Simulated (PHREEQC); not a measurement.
Make-up at 20 °C: 130 mmol/kgw KOH, 0.38 mmol/kgw H4SiO4 and 0.072 mmol/kgw K3PO4. Closed to the air; pH follows from the charge balance.

All values are PHREEQC results (ion-association model, wateq4f.dat), not measurements.

Precipitation was switched off in this run.

What pH does the model give?

pH 13.15.

In which forms is P present?

PO4-3 95 %, HPO4-2 4.4 % of the P.

Complexes and solids missing from the database can't appear. H3PO4, which wateq4f.dat lacks, is added to it with the constant of phreeqc.dat.
